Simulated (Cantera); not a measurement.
Mixture: CH4 : H2 : O2 : N2 = 1 : 0.6 : 5.11 : 15.3 (molar parts), at 3750 Torr, adiabatic and at constant volume. Ignition delay is the time to a rise of 400 K.

Computed with Cantera and GRI-Mech 3.0 (53 species, 325 reactions).

Problem. Predict: delay at 1175 K; delay at 1250 K; delay at 1325 K; delay at 1400 K; delay at 1475 K; delay at 1550 K; delay at 1625 K; apparent activation energy between 1475 and 1625 K.

Solution. 
- delay at 1175 K = 0.457 ms
- delay at 1250 K = 0.209 ms
- delay at 1325 K = 0.113 ms
- delay at 1400 K = 65.9 µs
- delay at 1475 K = 40.9 µs
- delay at 1550 K = 26.6 µs
- delay at 1625 K = 18.0 µs
- apparent activation energy between 1475 and 1625 K = 110 kJ/mol
